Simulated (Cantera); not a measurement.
An adiabatic, constant-pressure homogeneous reactor starts with 6.97 % CH4, 1.74 % C2H6, 1.95 % C3H8, 21.3 % O2, 68.1 % N2, at 1450 K and 750 Torr.

Computed with Cantera and GRI-Mech 3.0 (53 species, 325 reactions). GRI-Mech 3.0 was tuned for natural gas; its chemistry of propane as a main component is partial and can be far from experiment.

One state of this run: T (K) = 2646; x CH4 = <1e-12; x C2H6 = <1e-12; x C3H8 = <1e-12; x HCN = 5.03e-10; x N2O = 8.52e-8. x: mole fraction; the columns are a selection and need not sum to one.

Problem. Which value of t (s) does it belong to?
A) 0.000193
B) 0.100
C) 0.00311
D) 1.20e-5

Solution. A, 0.000193
